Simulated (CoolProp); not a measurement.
Vapour-liquid equilibrium of propylene (1) + 1-butene (2) at 299.5 K; x and y are mole fractions of (1).

The numbers come from the multi-fluid Helmholtz-energy mixture model, Lemmon 2013 and Lemmon 2005; pair parameters Bell 2016 in CoolProp.

| x | bubble pressure (MPa) | y at the bubble point | dew pressure at overall composition x (MPa) | liquid density (mol/L) |
|---|---|---|---|---|
| 0.05 | 0.3494 | 0.148 | 0.3220 | 10.53 |
| 0.2 | 0.4711 | 0.447 | 0.3661 | 10.77 |
| 0.35 | 0.5961 | 0.631 | 0.4235 | 11.01 |
| 0.5 | 0.7250 | 0.757 | 0.5014 | 11.25 |
| 0.65 | 0.8585 | 0.850 | 0.6126 | 11.49 |
| 0.8 | 0.9974 | 0.922 | 0.7820 | 11.71 |
| 0.95 | 1.143 | 0.982 | 1.061 | 11.91 |

No azeotrope shows between x = 0.05 and 0.95.

Pair parameters are fitted to limited data, so mixtures are less certain than the pure fluids.
